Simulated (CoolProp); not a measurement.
Vapour-liquid equilibrium of CH2F2 (R32) (1) + toluene (2) at 45.55 °C; x and y are mole fractions of (1).

Model: multi-fluid Helmholtz-energy mixture model, Tillner-Roth 1997 and Lemmon 2006; pair parameters Bell 2016, in CoolProp.

| x | bubble pressure (MPa) | y at the bubble point | dew pressure at overall composition x (MPa) | liquid density (mol/L) |
|---|---|---|---|---|
| 0.05 | 0.3805 | 0.971 | 0.01067 | 9.419 |
| 0.2 | 1.235 | 0.989 | 0.01269 | 10.30 |
| 0.35 | 1.706 | 0.991 | 0.01563 | 11.30 |
| 0.5 | 1.923 | 0.991 | 0.02035 | 12.43 |
| 0.65 | 2.059 | 0.992 | 0.02914 | 13.70 |
| 0.8 | 2.253 | 0.993 | 0.05126 | 15.06 |
| 0.95 | 2.632 | 0.997 | 0.2135 | 16.33 |

No azeotrope shows between x = 0.05 and 0.95.

Pair parameters are fitted to limited data, so mixtures are less certain than the pure fluids. The gap from Raoult's law changes sign with composition, which may be real or a fault of the pair parameters; it wasn't checked against measurements. With so large a gap from Raoult's law the liquid may split in two, which this calculation doesn't test in full.
